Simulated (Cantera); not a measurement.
Input: 1 mol SiCl₄, 1.5 mol NH₃, at 875 °C and 0.130 bar.

Method: chemical equilibrium by Gibbs-energy minimisation in Cantera with the NASA 1993 tables (ideal gas, pure condensed phases). Candidate condensed phases: NH₄Cl, Si, Si₃N₄; 28 gas species. The tables' values for SiCl₃ are old estimates; treat these amounts as uncertain. Equilibrium is a limit: real reactors are often held back by kinetics, nucleation or transport.

Base state: HCl 0.431, H₂ 0.325, SiCl₄ 0.131, N₂ 0.109, SiHCl₃ 0.00198, SiCl₃ 0.000878, SiCl₂ 6.50e-5 (mole fractions); condensed: Si₃N₄(s).

Task: What changes in the equilibrium state with this change: NH₃ from 1.5 to 0.12 mol?

Result: 
| species | before | after |
|---|---|---|
| SiCl₄ | 0.131 | 0.739 |
| HCl | 0.431 | 0.187 |
| H₂ | 0.325 | 0.0472 |
| N₂ | 0.109 | 0.0178 |
| SiCl₃ | 0.000878 | 0.00435 |
| SiCl₂ | 6.50e-5 | 0.000283 |
| SiHCl₃ | 0.00198 | 0.00375 |
| Si₃N₄(s), mol | 0.148 | 0.0188 |

Task: What changes in the equilibrium state with this change: NH₃ from 1.5 to 11 mol?

Result: 
```tsv
species	before	after
H₂	0.325	0.623
N₂	0.109	0.208
HCl	0.431	0.169
SiCl₄	0.131	0.000551
SiCl₃	0.000878	1.30e-5
SiHCl₃	0.00198	4.07e-5
SiCl₂	6.50e-5	3.40e-6
Si₃N₄(s), mol	0.148	0.329
```
